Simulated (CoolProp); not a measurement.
Vapour-liquid equilibrium of cis-2-butene (1) + acetone (2) at 346.4 K; x and y are mole fractions of (1).

Values from CoolProp's multi-fluid Helmholtz-energy mixture model, Lemmon 2005 and Lemmon 2006; pair parameters Bell 2016.

Q: Give the bubble pressure and the first vapour's composition at x = 0.2, 0.275, 0.575. Is there an azeotrope?

A: x = 0.2: 420.9 kPa, y = 0.628; x = 0.275: 486.9 kPa, y = 0.695; x = 0.575: 653.8 kPa, y = 0.823. No azeotrope shows between x = 0.05 and 0.95.

The pair parameters rest on a limited set of measurements; away from them the model extrapolates.
